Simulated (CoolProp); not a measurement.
Vapour-liquid equilibrium of R125 (1) + R1234yf (2) at 11.5 bar; x and y are mole fractions of (1).

Computed with CoolProp (multi-fluid Helmholtz-energy mixture model, Lemmon 2005 and Lemmon 2022; pair parameters Bell 2023).

| x | bubble temperature, mixture model (K) | bubble temperature, Raoult's law (K) | y, mixture model | y, Raoult's law |
|---|---|---|---|---|
| 0.05 | 316.3 | 316.1 | 0.078 | 0.094 |
| 0.125 | 313.8 | 313.4 | 0.188 | 0.220 |
| 0.2 | 311.4 | 310.9 | 0.289 | 0.331 |
| 0.275 | 309.1 | 308.6 | 0.382 | 0.430 |
| 0.35 | 306.9 | 306.3 | 0.468 | 0.517 |
| 0.425 | 304.9 | 304.3 | 0.548 | 0.596 |
| 0.5 | 302.9 | 302.3 | 0.622 | 0.667 |
| 0.575 | 301.0 | 300.4 | 0.690 | 0.731 |
| 0.65 | 299.1 | 298.7 | 0.754 | 0.789 |
| 0.725 | 297.4 | 297.0 | 0.814 | 0.842 |
| 0.8 | 295.7 | 295.4 | 0.869 | 0.890 |
| 0.875 | 294.0 | 293.8 | 0.921 | 0.934 |
| 0.95 | 292.5 | 292.4 | 0.969 | 0.975 |

The largest gap from Raoult's law is +0.6 K in bubble temperature, at x = 0.425. No azeotrope shows between x = 0.05 and 0.95.

Pair parameters are fitted to limited data, so mixtures are less certain than the pure fluids.
